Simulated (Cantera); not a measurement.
A Cantera script and its output.

```python
import numpy as np
import cantera as ct

gas = ct.Solution("gri30.yaml")
gas.TPX = 2075, 1100, {'NO': 1, 'N2': 0.65}
inlet = ct.Reservoir(gas, clone=True)

reactor = ct.IdealGasConstPressureReactor(gas, energy="off", clone=False)
exhaust = ct.Reservoir(gas, clone=True)
tau = [28, 7.8, 2.1, 0.59, 0.16, 0.045, 0.012, 0.0034, 0.00094][0]
for a, b in ((inlet, reactor), (reactor, exhaust)):
    ct.MassFlowController(a, b, mdot=lambda t: reactor.mass / tau)
net = ct.ReactorNet([reactor])
show = ['NO', 'N2O', 'O', 'O2', 'N2', 'NO2']

rows = []
print(f"{'tau/s':>10s}{'T/K':>9s}" + "".join(f"{s:>11s}" for s in show))
for tau in [28, 7.8, 2.1, 0.59, 0.16, 0.045, 0.012, 0.0034, 0.00094]:
    net.initial_time = 0.0
    net.advance(30 * tau)
    before = gas.X
    net.advance(40 * tau)
    drift = np.max(np.abs(gas.X - before) / (gas.X + 1e-9))
    rows.append([gas.T, *gas[show].X, drift])
    print(f"{tau:10.3e}{gas.T:9.1f}" + "".join(f"{x:11.3e}" for x in gas[show].X))
```

It prints:

```
     tau/s      T/K         NO        N2O          O         O2         N2        NO2
 2.800e+01   2075.0  9.630e-02  1.733e-06  5.586e-03  2.512e-01  6.469e-01  1.689e-05
 7.800e+00   2075.0  2.291e-01  1.049e-05  4.857e-03  1.853e-01  5.807e-01  3.423e-05
 2.100e+00   2075.0  4.475e-01  4.885e-05  3.336e-03  7.706e-02  4.720e-01  4.189e-05
 5.900e-01   2075.0  5.680e-01  9.746e-05  1.955e-03  1.770e-02  4.122e-01  2.528e-05
 1.600e-01   2075.0  5.985e-01  1.191e-04  1.114e-03  2.987e-03  3.972e-01  1.336e-05
 4.500e-02   2075.0  6.046e-01  1.089e-04  4.791e-04  3.498e-04  3.944e-01  6.482e-06
 1.200e-02   2075.0  6.058e-01  6.149e-05  1.236e-04  2.229e-05  3.940e-01  1.706e-06
 3.400e-03   2075.0  6.060e-01  2.344e-05  3.015e-05  1.485e-06  3.939e-01  2.812e-07
 9.400e-04   2075.0  6.060e-01  7.161e-06  7.721e-06  1.041e-07  3.939e-01  3.133e-08
```

Cantera simulation using GRI-Mech 3.0 (53 species, 325 reactions); the numbers are that mechanism's predictions, not measurements. Radical loss at walls, strong at low pressure, is not modelled.
